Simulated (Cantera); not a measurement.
An adiabatic, constant-volume homogeneous reactor starts with CH₄ : H₂ : O₂ : N₂ = 1 : 0.038 : 3.31 : 33.1 (molar parts), equivalence ratio 0.61, at 1450 K and 1.01 bar. Integrator tolerance rtol = 1e-08.

Model: GRI-Mech 3.0 (53 species, 325 reactions), integrated in Cantera.

What does this change do: 0.18 parts C2H6 added?


| quantity | before | after |
|---|---|---|
| time of steepest temperature rise | 2.92 ms | 0.446 ms |
| temperature at 0.500 s | 2172 K | 2342 K |
| equilibrium temperature | 2171 K | 2342 K |
| x(CH₄) at 0.500 s | <1e-12 (gas-phase equilibrium <1e-12) | <1e-12 (gas-phase equilibrium <1e-12) |
| x(H₂) at 0.500 s | 0.000232 (gas-phase equilibrium 0.000231) | 0.00107 (gas-phase equilibrium 0.00107) |
| x(O₂) at 0.500 s | 0.0321 (gas-phase equilibrium 0.0318) | 0.0160 (gas-phase equilibrium 0.0160) |
| x(C₂H₄) at 0.500 s | <1e-12 (gas-phase equilibrium <1e-12) | <1e-12 (gas-phase equilibrium <1e-12) |
| x(HCN) at 0.500 s | <1e-12 (gas-phase equilibrium <1e-12) | 5.31e-12 (gas-phase equilibrium 5.31e-12) |
| x(H₂O) at 0.500 s | 0.0532 (gas-phase equilibrium 0.0532) | 0.0653 (gas-phase equilibrium 0.0653) |
| x(HCO) at 0.500 s | 1.33e-11 (gas-phase equilibrium 1.30e-11) | 2.83e-10 (gas-phase equilibrium 2.83e-10) |

What does this change do: pressure from 1.01 bar to 1.10 bar?


```json
[
 {"quantity": "time of steepest temperature rise", "before": "2.92 ms", "after": "2.75 ms"},
 {"quantity": "temperature at 0.500 s", "before": "2172 K", "after": "2173 K"},
 {"quantity": "equilibrium temperature", "before": "2171 K", "after": "2171 K"},
 {"quantity": "x(CH₄) at 0.500 s", "before": "<1e-12 (gas-phase equilibrium <1e-12)", "after": "<1e-12 (gas-phase equilibrium <1e-12)"},
 {"quantity": "x(H₂) at 0.500 s", "before": "0.000232 (gas-phase equilibrium 0.000231)", "after": "0.000224 (gas-phase equilibrium 0.000222)"},
 {"quantity": "x(O₂) at 0.500 s", "before": "0.0321 (gas-phase equilibrium 0.0318)", "after": "0.0321 (gas-phase equilibrium 0.0318)"},
 {"quantity": "x(C₂H₄) at 0.500 s", "before": "<1e-12 (gas-phase equilibrium <1e-12)", "after": "<1e-12 (gas-phase equilibrium <1e-12)"},
 {"quantity": "x(HCN) at 0.500 s", "before": "<1e-12 (gas-phase equilibrium <1e-12)", "after": "<1e-12 (gas-phase equilibrium <1e-12)"},
 {"quantity": "x(H₂O) at 0.500 s", "before": "0.0532 (gas-phase equilibrium 0.0532)", "after": "0.0532 (gas-phase equilibrium 0.0533)"},
 {"quantity": "x(HCO) at 0.500 s", "before": "1.33e-11 (gas-phase equilibrium 1.30e-11)", "after": "1.31e-11 (gas-phase equilibrium 1.29e-11)"}
]
```
